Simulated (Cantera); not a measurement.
A perfectly stirred reactor is fed with NO : N2 = 5.5 : 0.12 (molar parts), at 27.8 Torr; it is held at 1675 K, and followed from long to short residence time.

Cantera simulation using GRI-Mech 3.0 (53 species, 325 reactions); the numbers are that mechanism's predictions, not measurements. Radical loss at walls, strong at low pressure, is not modelled.

**Question.** Predict: x(NO) at τ = 12.0 s; x(N2O) at τ = 12.0 s; x(O) at τ = 12.0 s; x(NO2) at τ = 12.0 s; x(O2) at τ = 12.0 s; x(NO) at τ = 0.230 s; x(N2O) at τ = 0.230 s; x(O) at τ = 0.230 s; x(NO2) at τ = 0.230 s; x(O2) at τ = 0.230 s.

**Answer.** 
```
Quantity                 Result
---------------------  --------
x(NO) at τ = 12.0 s       0.921
x(N2O) at τ = 12.0 s   0.000279
x(O) at τ = 12.0 s      3.93e-5
x(NO2) at τ = 12.0 s   0.000211
x(O2) at τ = 12.0 s      0.0286
x(NO) at τ = 0.230 s      0.978
x(N2O) at τ = 0.230 s  0.000210
x(O) at τ = 0.230 s     2.03e-5
x(NO2) at τ = 0.230 s   8.00e-5
x(O2) at τ = 0.230 s   0.000441
```
